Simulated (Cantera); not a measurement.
# Thermodynamics of silicon nitride deposition, feed trisilylamine + NH3

Feed: 1 mol trisilylamine, 36 mol NH3, held at 1898 K.

Cantera equilibrium calculation (NASA polynomials, part measured and part estimated; ideal gas, pure solids and liquids). Candidate condensed phases: Si, Si3N4; 18 gas species. The feed counts by its element totals alone. The tables' values for SiN are old estimates; treat these amounts as uncertain. Gases not in the tables: Si2H6 and higher silanes. Kinetics and transport are ignored.

At 5.00e-5 bar nothing is condensed. From 0.000360 bar to 0.140 bar the condensed part is Si(l). At 1.00 bar the condensed part is Si3N4(s). The main Si-bearing gas is Si at 5.00e-5 bar and SiH2 at 1.00 bar. The share of Si in condensed phases is highest at 1.00 bar (99.9 %) and lowest at 5.00e-5 bar (0.0 %).

```json
[
 {"P (Pa)": "5", "log p H2": "-4.49", "log p N2": "-4.96", "log p H": "-5.35", "log p Si": "-5.75", "log p SiH": "-8.05", "log p Si2": "-8.69", "log p Si2N": "-9.38", "log p SiN": "-8.70", "n Si(l)": "0", "n Si3N4(s)": "0"},
 {"P (Pa)": "36", "log p H2": "-3.60", "log p N2": "-4.09", "log p H": "-4.91", "log p Si": "-4.91", "log p SiH": "-6.77", "log p Si2": "-7.01", "log p Si2N": "-7.27", "log p SiN": "-7.43", "n Si(l)": "0.0942", "n Si3N4(s)": "0"},
 {"P (Pa)": "260", "log p H2": "-2.71", "log p N2": "-3.21", "log p H": "-4.46", "log p Si": "-4.91", "log p SiH": "-6.33", "log p Si2": "-7.01", "log p Si2N": "-6.83", "log p SiN": "-6.99", "n Si(l)": "2.59", "n Si3N4(s)": "0"},
 {"P (Pa)": "1900", "log p H2": "-1.84", "log p N2": "-2.34", "log p H": "-4.03", "log p Si": "-4.91", "log p SiH": "-5.89", "log p Si2": "-7.01", "log p Si2N": "-6.39", "log p SiN": "-6.55", "n Si(l)": "2.94", "n Si3N4(s)": "0"},
 {"P (Pa)": "14000", "log p H2": "-0.97", "log p N2": "-1.47", "log p H": "-3.59", "log p Si": "-4.91", "log p SiH": "-5.46", "log p Si2": "-7.01", "log p Si2N": "-5.96", "log p SiN": "-6.12", "n Si(l)": "2.99", "n Si3N4(s)": "0"},
 {"P (Pa)": "100000", "log p H2": "-0.11", "log p N2": "-0.66", "log p H": "-3.16", "log p Si": "-5.40", "log p SiH": "-5.52", "log p Si2": "-7.99", "log p Si2N": "-6.54", "log p SiN": "-6.21", "n Si(l)": "0", "n Si3N4(s)": "0.999"}
]
```
log p: log10 of the partial pressure in bar; n: condensed amount in mol.
